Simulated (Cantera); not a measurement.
A Cantera script and what it prints.

```python
import numpy as np
import cantera as ct

gas_names = [...]  # 113 gases of nasa_gas.yaml made of C, H, O, Ta
cond_names = """
    C(gr) C6H6(L) C7H8(L) C8H18(L),n-octa H2O(s) H2O(L) Ta(cr) Ta(L) TaC(s) TaC(L) Ta2O5(s) Ta2O5(L)
""".split()


# ... load() reads the species with a 1 bar reference pressure and builds the phases ...
atoms = {
    'Ta(OEt)5': {'Ta': 1, 'C': 10, 'H': 25, 'O': 5},
    'H2O': {'H': 2, 'O': 1},
}
top_T = {'C(gr)': 4500}  # K; cautious upper limits of use, not melting points


# ... equilibrate(T, P, feed) seeds the gas with the atoms and calls Mixture.equilibrate('TP', solver="vcs", rtol=1e-11, max_steps=5000) ...
results = []
feed = {'Ta(OEt)5': 1, 'H2O': 8.8}  # mol
T = 2075  # K
P = 101325  # Pa
mix = equilibrate(T, P, feed)
results.append((T, P, feed, dict(zip(mix.species_names, mix.species_moles))))
print(gas.report(threshold=1e-06))
for i in range(1, mix.n_phases):
    print(f"{mix.phase(i).name:16s} {mix.phase_moles(i):12.5e} mol")
```

It prints:

```
       temperature   2075 K
          pressure   1.0132e+05 Pa
           density   0.064449 kg/m^3
  mean mol. weight   10.974 kg/kmol
   phase of matter   gas

                          1 kg             1 kmol
                     ---------------   ---------------
          enthalpy        1.1569e+06        1.2695e+07  J
   internal energy       -4.1531e+05       -4.5575e+06  J
           entropy             20211        2.2179e+05  J/K
    Gibbs function        -4.078e+07       -4.4751e+08  J
 heat capacity c_p            3262.7             35804  J/K
 heat capacity c_v              2505             27490  J/K

                      mass frac. Y      mole frac. X     chem. pot. / RT
                     ---------------   ---------------   ---------------
                CO           0.80487           0.31533           -35.376
               CO2          0.015306         0.0038166           -60.263
                 H        0.00019461         0.0021187           -10.015
                H2           0.11777           0.64106            -20.03
               H2O          0.061822          0.037659           -44.917
                OH        2.2014e-05        1.4205e-05           -34.902
     [ +107 minor]        1.5253e-05        1.1424e-06

C(gr)             0.00000e+00 mol
Ta(cr)            0.00000e+00 mol
TaC(s)            0.00000e+00 mol
Ta2O5(L)          4.99988e-01 mol
```

Method: chemical equilibrium by Gibbs-energy minimisation in Cantera with the NASA 1993 tables (ideal gas, pure condensed phases). The feed counts by its element totals alone.
